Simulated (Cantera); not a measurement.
An adiabatic, constant-pressure homogeneous reactor starts with CH₄ : H₂ : O₂ : N₂ = 1 : 0.052 : 2.11 : 7.94 (molar parts), at 1375 K and 9.87 atm. Integrator tolerance rtol = 1e-08.

Model: GRI-Mech 3.0 (53 species, 325 reactions), integrated in Cantera.

**Question.** What does this change do: pressure from 9.87 atm to 1.68 atm?

**Answer.** 
```tsv
quantity	before	after
time of steepest temperature rise	0.451 ms	2.13 ms
temperature at 0.500 s	2819 K	2712 K
equilibrium temperature	2819 K	2712 K
x(CH₄) at 0.500 s	<1e-12 (gas-phase equilibrium <1e-12)	<1e-12 (gas-phase equilibrium <1e-12)
x(H₂) at 0.500 s	0.00955 (gas-phase equilibrium 0.00955)	0.0130 (gas-phase equilibrium 0.0130)
x(O₂) at 0.500 s	0.0162 (gas-phase equilibrium 0.0162)	0.0201 (gas-phase equilibrium 0.0201)
x(NO) at 0.500 s	0.00988 (gas-phase equilibrium 0.00988)	0.00940 (gas-phase equilibrium 0.00940)
x(C₂H₂) at 0.500 s	<1e-12 (gas-phase equilibrium <1e-12)	<1e-12 (gas-phase equilibrium <1e-12)
```

**Question.** What does this change do: constant volume in place of constant pressure?

**Answer.** 
```tsv
quantity	before	after
time of steepest temperature rise	0.451 ms	0.419 ms
temperature at 0.500 s	2819 K	3043 K
equilibrium temperature	2819 K	3043 K
x(CH₄) at 0.500 s	<1e-12 (gas-phase equilibrium <1e-12)	<1e-12 (gas-phase equilibrium <1e-12)
x(H₂) at 0.500 s	0.00955 (gas-phase equilibrium 0.00955)	0.0126 (gas-phase equilibrium 0.0126)
x(O₂) at 0.500 s	0.0162 (gas-phase equilibrium 0.0162)	0.0180 (gas-phase equilibrium 0.0180)
x(NO) at 0.500 s	0.00988 (gas-phase equilibrium 0.00988)	0.0138 (gas-phase equilibrium 0.0138)
x(C₂H₂) at 0.500 s	<1e-12 (gas-phase equilibrium <1e-12)	<1e-12 (gas-phase equilibrium <1e-12)
```
Above 3000 K some thermodynamic fits are extrapolated.

**Question.** What does this change do: initial temperature 1375 to 1725 K?

**Answer.** 
```json
[
 {"quantity": "time of steepest temperature rise", "before": "0.451 ms", "after": "24.5 µs"},
 {"quantity": "temperature at 0.500 s", "before": "2819 K", "after": "2978 K"},
 {"quantity": "equilibrium temperature", "before": "2819 K", "after": "2978 K"},
 {"quantity": "x(CH₄) at 0.500 s", "before": "<1e-12 (gas-phase equilibrium <1e-12)", "after": "<1e-12 (gas-phase equilibrium <1e-12)"},
 {"quantity": "x(H₂) at 0.500 s", "before": "0.00955 (gas-phase equilibrium 0.00955)", "after": "0.0143 (gas-phase equilibrium 0.0143)"},
 {"quantity": "x(O₂) at 0.500 s", "before": "0.0162 (gas-phase equilibrium 0.0162)", "after": "0.0198 (gas-phase equilibrium 0.0198)"},
 {"quantity": "x(NO) at 0.500 s", "before": "0.00988 (gas-phase equilibrium 0.00988)", "after": "0.0133 (gas-phase equilibrium 0.0133)"},
 {"quantity": "x(C₂H₂) at 0.500 s", "before": "<1e-12 (gas-phase equilibrium <1e-12)", "after": "<1e-12 (gas-phase equilibrium <1e-12)"}
]
```
